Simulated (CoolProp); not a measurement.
The numbers come from the reference Helmholtz-energy equation of state, Schmidt 1985 in CoolProp.

Question: For oxygen, give the phase and the cv (kJ/(kg K)), Joule-Thomson coefficient (K/MPa), isothermal compressibility (1/MPa), viscosity (µPa s) at 148.3 K and 12.6 MPa; 148.3 K and 22.1 MPa.

Answer: 
- 148.3 K and 12.6 MPa: liquid; cv 0.810, Joule-Thomson coefficient 0.138, isothermal compressibility 0.0102, viscosity 68.2
- 148.3 K and 22.1 MPa: liquid; cv 0.819, Joule-Thomson coefficient -0.0970, isothermal compressibility 0.00570, viscosity 82.1

Viscosity comes from a separate model (Lemmon 2004).
